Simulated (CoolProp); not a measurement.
A Linde-Hampson liquefier for methane: isothermal reversible compression at 300 K from 1 atm to 20 MPa, throttling to 1 atm, return gas leaving the recuperator 5 K below the feed. Each further row changes one setting.

Computed with CoolProp (reference Helmholtz-energy equation of state, Setzmann 1991).

```
case                        liquid yield per pass  compression work (kJ/kg of gas)
--------------------------  ---------------------  -------------------------------
as stated                                   0.185                              779
high pressure 40 MPa                        0.239                              877
warm-end temperature 330 K                  0.137                              873
warm-end gap 10 K                           0.175                              779
```
